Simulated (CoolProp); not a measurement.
Vapour-liquid equilibrium of R114 (1) + benzene (2) at 654 kPa; x and y are mole fractions of (1).

Model: multi-fluid Helmholtz-energy mixture model, Platzer 1990 and Thol 2012; pair parameters Bell 2016, in CoolProp. This equation is an older, rougher fit; its heat capacities, sound speeds and derivatives of the liquid may be far off and weren't checked against measurements.

```json
[
 {"x": "0.05", "bubble temperature (K)": "410.6", "y at the bubble point": "0.318", "dew temperature at overall composition x (K)": "426.3", "liquid density (mol/L)": "9.367"},
 {"x": "0.125", "bubble temperature (K)": "390.7", "y at the bubble point": "0.579", "dew temperature at overall composition x (K)": "422.2", "liquid density (mol/L)": "9.432"},
 {"x": "0.2", "bubble temperature (K)": "378.0", "y at the bubble point": "0.706", "dew temperature at overall composition x (K)": "417.9", "liquid density (mol/L)": "9.389"},
 {"x": "0.275", "bubble temperature (K)": "369.6", "y at the bubble point": "0.776", "dew temperature at overall composition x (K)": "413.4", "liquid density (mol/L)": "9.282"},
 {"x": "0.35", "bubble temperature (K)": "363.7", "y at the bubble point": "0.819", "dew temperature at overall composition x (K)": "408.5", "liquid density (mol/L)": "9.140"},
 {"x": "0.425", "bubble temperature (K)": "359.3", "y at the bubble point": "0.849", "dew temperature at overall composition x (K)": "403.2", "liquid density (mol/L)": "8.979"},
 {"x": "0.5", "bubble temperature (K)": "355.8", "y at the bubble point": "0.872", "dew temperature at overall composition x (K)": "397.5", "liquid density (mol/L)": "8.810"},
 {"x": "0.575", "bubble temperature (K)": "352.8", "y at the bubble point": "0.891", "dew temperature at overall composition x (K)": "391.1", "liquid density (mol/L)": "8.636"},
 {"x": "0.65", "bubble temperature (K)": "350.0", "y at the bubble point": "0.910", "dew temperature at overall composition x (K)": "384.0", "liquid density (mol/L)": "8.464"},
 {"x": "0.725", "bubble temperature (K)": "347.4", "y at the bubble point": "0.927", "dew temperature at overall composition x (K)": "375.8", "liquid density (mol/L)": "8.294"},
 {"x": "0.8", "bubble temperature (K)": "344.9", "y at the bubble point": "0.945", "dew temperature at overall composition x (K)": "366.3", "liquid density (mol/L)": "8.130"},
 {"x": "0.875", "bubble temperature (K)": "342.3", "y at the bubble point": "0.964", "dew temperature at overall composition x (K)": "355.3", "liquid density (mol/L)": "7.972"},
 {"x": "0.95", "bubble temperature (K)": "339.8", "y at the bubble point": "0.985", "dew temperature at overall composition x (K)": "344.2", "liquid density (mol/L)": "7.823"}
]
```

No azeotrope shows between x = 0.05 and 0.95.

The pair parameters rest on a limited set of measurements; away from them the model extrapolates.
